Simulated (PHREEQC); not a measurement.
Model water analysis in mg/kgw, 25 °C, pH 3.23, pe 8.3: Na 549; K 33.4; Ca 560; Mg 235; Cl 280; S(6) as SO4 3140; Zn 57.5; Cd 1.74; B 2.1.

Valence states are taken as typed.

Model: ion-association model, phreeqc.dat, run in PHREEQC.

No solid was allowed to form.

Question: Order these Cd species by the share of Cd that they hold, largest first: CdCl2, CdCl+, Cd(SO4)2-2, Cd+2, CdSO4.

Answer: Cd+2 (42 %), CdSO4 (37 %), CdCl+ (12 %), Cd(SO4)2-2 (8.9 %), CdCl2 (0.23 %)

The pH is 3.23 and the ionic strength 0.0890 mol/kgw.
